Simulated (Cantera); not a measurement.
A perfectly stirred reactor is fed with CH4 : N2 = 1 : 89 (molar parts), at 2.55 Torr; it is held at 1823 K, and followed from long to short residence time.

Detailed kinetics in Cantera: GRI-Mech 3.0 (53 species, 325 reactions). GRI-Mech 3.0 stops at C3 and has no aromatics, soot or wall deposition, so with more carbon than oxygen in the feed, carbon stays in small species such as C2H2 where larger ones or solid carbon would form. Radical loss at walls, strong at low pressure, is not modelled.

x: mole fraction; the columns are a selection and need not sum to one.

```
τ (s)     x CH4    x C2H6     x HCN      x H2      x H
------  -------  --------  --------  --------  -------
3.6     0.00195   2.68e-8   3.58e-5    0.0133  8.53e-5
1.3     0.00368   6.19e-8   1.08e-5    0.0106  5.98e-5
0.48          ?   1.07e-7         ?         ?        ?
0.17    0.00914   1.00e-7   2.30e-7   0.00227  1.34e-5
0.064    0.0107   3.11e-8   8.74e-9  0.000348  3.53e-6
0.023    0.0110   4.40e-9  3.98e-10   6.07e-5  1.67e-6
0.0085   0.0111  5.42e-10  2.71e-11         ?        ?
```

Task: Fill in the missing entries.

Result: 
- 0.48, x CH4: 0.00618
- 0.48, x HCN: 2.45e-6
- 0.48, x H2: 0.00664
- 0.48, x H: 3.56e-5
- 0.0085, x H2: 1.86e-5
- 0.0085, x H: 1.39e-6
